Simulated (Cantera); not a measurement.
Charge: 1 mol FeCl₃, 1.9 mol H₂, 0.48 mol N₂, equilibrated at 0.00255 Torr.

Cantera equilibrium calculation (NASA polynomials, part measured and part estimated; ideal gas, pure solids and liquids). Candidate condensed phases: Fe, FeCl₂, FeCl₃, NH₄Cl; 18 gas species. Equilibrium is a limit: real reactors are often held back by kinetics, nucleation or transport. All values below are at 1125 °C.

Base state: HCl 0.335, H₂ 0.319, FeCl₂ 0.216, N₂ 0.123, Fe 0.00429, H 0.00145, Cl 0.00125, FeCl 1.09e-5 (mole fractions); condensed: Fe(γ).

Task: What changes in the equilibrium state with this change: 0.09 mol O₂ added?

Result: 
```
species      before    after
----------  -------  -------
HCl           0.335    0.319
H₂            0.319    0.280
FeCl₂         0.216    0.224
H₂O               0   0.0461
N₂            0.123    0.123
H           0.00145  0.00136
Cl          0.00125  0.00128
FeCl        1.09e-5  1.11e-5
Fe(γ), mol    0.139    0.109
```
Further candidate phases: FeO, Fe(OH)₂, Fe(OH)₃, Fe₂O₃, Fe₃O₄, H₂O.
